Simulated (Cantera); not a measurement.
Input: 1 mol Nb₂O₅, 3.3 mol H₂, 3.9 mol H₂O, equilibrated at 0.180 Torr.

These are equilibrium values from Cantera (NASA tables, ideal gas, pure condensed phases), not measurements of a reactor. Candidate condensed phases: H₂O, Nb, NbO, NbO₂, Nb₂O₅; 12 gas species. Condensed phases not in the tables: the oxides between NbO₂ and Nb₂O₅. Kinetics and transport are ignored.

At 1448 K, list the 4 most abundant gas species with their mole fractions, and the condensed phases.

H₂O 0.542, H₂ 0.458, H 0.000403, OH 1.13e-5. Condensed: Nb₂O₅(s).
